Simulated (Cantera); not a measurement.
Input: 1 mol CH2F2, 0.6 mol HCl, equilibrated at 3225 °C and 11.3 Torr.

Cantera equilibrium calculation (NASA polynomials, part measured and part estimated; ideal gas, pure solids and liquids). Candidate condensed phases: C, C6H6, C7H8, C8H18; 118 gas species. The tables' values for CCl are old estimates; treat these amounts as uncertain. Rates play no part.

### Question
What is the equilibrium state?

### Answer
x(H): 0.330
x(HF): 0.214
x(F): 0.200
x(Cl): 0.126
x(C): 0.0525
x(C3): 0.0371
x(C2): 0.0155
x(CF): 0.0149
x(H2): 0.00473
gas amount: 4.660 mol
log10 activity of C(graphite) (absent): -0.57
